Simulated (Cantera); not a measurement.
## Thermodynamics of sublimation and decomposition of ceramics, feed Si₃N₄ + H₂

Input: 1 mol Si₃N₄, 5.9 mol H₂, equilibrated at 21.0 Pa.

Equilibrium computed with Cantera from the NASA thermochemical tables; the gas is ideal and each condensed phase is pure. Candidate condensed phases: Si, Si₃N₄; 18 gas species. Mutual solubility and eutectic melting of coexisting phases are not modelled. The tables' values for SiN are old estimates; treat these amounts as uncertain. Gases not in the tables: Si₂H₆ and higher silanes. Rates play no part.

At 1498 K the condensed part is Si(s) + Si₃N₄(s). From 1548 K to 1648 K the condensed part is Si(s). From 1698 K to 1848 K the condensed part is Si(l). The main Si-bearing gas is Si throughout.

```csv
T (K),log p H₂,log p N₂,log p H,log p Si,log p SiH,log p Si₂,n Si(s),n Si₃N₄(s),n Si(l)
1498,-3.78,-4.34,-6.66,-8.00,-9.38,-10.90,2.45,0.182,0
1548,-3.81,-4.27,-6.41,-7.50,-8.98,-10.25,3.00,0,0
1598,-3.81,-4.28,-6.18,-7.03,-8.59,-9.64,3.00,0,0
1648,-3.81,-4.28,-5.95,-6.59,-8.23,-9.07,2.99,0,0
1698,-3.81,-4.28,-5.75,-6.18,-7.90,-8.54,0,0,2.97
1748,-3.81,-4.28,-5.55,-5.84,-7.62,-8.13,0,0,2.94
1798,-3.82,-4.29,-5.36,-5.51,-7.36,-7.73,0,0,2.88
1848,-3.83,-4.29,-5.19,-5.20,-7.12,-7.36,0,0,2.74
```
log p: log10 of the partial pressure in bar; n: condensed amount in mol.
